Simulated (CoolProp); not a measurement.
A Linde-Hampson liquefier for normal hydrogen: isothermal reversible compression at 290 K from 1 atm to 40 MPa, throttling to 1 atm, return gas leaving the recuperator 10 K below the feed. Each further row changes one setting.

Values from CoolProp's reference Helmholtz-energy equation of state, Leachman 2009.

```
case                        compression work (kJ/kg of gas)
--------------------------  -------------------------------
as stated                                              7450
high pressure 80 MPa                                   8590
warm-end temperature 320 K                             8200
warm-end gap 15 K                                      7450
```
